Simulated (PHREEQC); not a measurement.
1 kg of water holding 0.014 mol/kgw MgBr2 and 0.0025 mol/kgw CaSO4 is evaporated at 25 °C; the solids stay in contact with the brine. No CO2 enters from the air. Solids allowed: Brucite, Epsomite, Gypsum, Anhydrite, Hexahydrite, Kieserite, Portlandite. Others were left out.

The series has 26 steps of water left (kg), from 1 to 0.00735.

Computed with PHREEQC (Pitzer model, pitzer.dat).

Problem. Which solids form, in which order, and at which step of the series does each first stand?

Solution. Gypsum from water left = 0.05275 kg.
